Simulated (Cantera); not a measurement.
Cantera run:

```python
import numpy as np
import cantera as ct

gas_names = """
    C CN CO CO2 C2 CCN CNC C2N2 C2O C3 C3O2 C4 C4N2 C5 N NCO NO NO2 NO3 N2 N2O O O2 O3 Si SiC SiC2 SiN
    SiO SiO2 Si2 Si2C Si2N Si3
""".split()
cond_names = """
    C(gr) Si(cr) Si(L) SiC(b) SiO2(Lqz) SiO2(hqz) SiO2(L) Si2N2O(s) Si3N4(a)
""".split()


# ... load() reads the species with a 1 bar reference pressure and builds the phases ...
atoms = {
    'Si': {'Si': 1},
    'CO2': {'C': 1, 'O': 2},
    'N2': {'N': 2},
}
top_T = {'C(gr)': 4500, 'SiC(b)': 3050, 'Si2N2O(s)': 2100, 'Si3N4(a)': 2400}  # K; cautious upper limits of use, not melting points


# ... equilibrate(T, P, feed) seeds the gas with the atoms and calls Mixture.equilibrate('TP', solver="vcs", rtol=1e-11, max_steps=5000) ...
results = []
T = 1923  # K
P = 660000  # Pa
for m in [0.084, 0.17, 0.33, 0.67, 1.3, 2.6, 5.3]:
    feed = {'Si': 1, 'CO2': m, 'N2': 1.1}  # mol
    mix = equilibrate(T, P, feed)
    results.append((T, P, feed, dict(zip(mix.species_names, mix.species_moles))))

top = {s: max(r[3][s] / sum(r[3][g] for g in gas_names) for r in results) for s in gas_names}
cols = sorted((s for s in top if top[s] > 0.001), key=lambda s: -top[s])[:5]
seen = [c for c in cond_names if any(r[3].get(c, 0) > 1e-12 for r in results)]
print("log10 of partial pressures in bar; condensed amounts in mol")
print(f"{'n(CO2)':>10s}" + "".join(f"{s[:9]:>10s}" for s in cols + seen))
for T, P, feed, n in results:
    ng = sum(n[g] for g in gas_names)
    print(f"{feed['CO2']:10.4g}" + "".join(f"{np.log10(max(n[s] / ng * P / 1e5, 1e-99)):10.3f}" for s in cols)
          + "".join(f"{n.get(c, 0):10.4g}" for c in seen))
```

It prints:

```
log10 of partial pressures in bar; condensed amounts in mol
    n(CO2)        N2        CO       CO2       SiO     C(gr)    SiC(b)   SiO2(L) Si2N2O(s)  Si3N4(a)
     0.084     0.816    -1.308    -7.023    -3.383         0   0.07993         0    0.1639    0.1974
      0.17     0.816    -1.308    -7.023    -3.383         0    0.1651         0     0.335   0.05494
      0.33     0.717     0.142    -4.141    -2.618    0.1701         0         0    0.4999         0
      0.67     0.514     0.522    -2.775    -2.023         0         0    0.1125    0.4428         0
       1.3     0.421     0.597    -2.731    -1.992         0         0    0.5318    0.2324         0
       2.6     0.293     0.552     0.029    -4.797         0         0         1         0         0
       5.3     0.055     0.314     0.532    -5.537         0         0         1         0         0
```

Method: chemical equilibrium by Gibbs-energy minimisation in Cantera with the NASA 1993 tables (ideal gas, pure condensed phases). Mutual solubility and eutectic melting of coexisting phases are not modelled. The tables hold silica as quartz up to 1696 K and as liquid above; real silica turns to tridymite and cristobalite and melts near 1996 K.
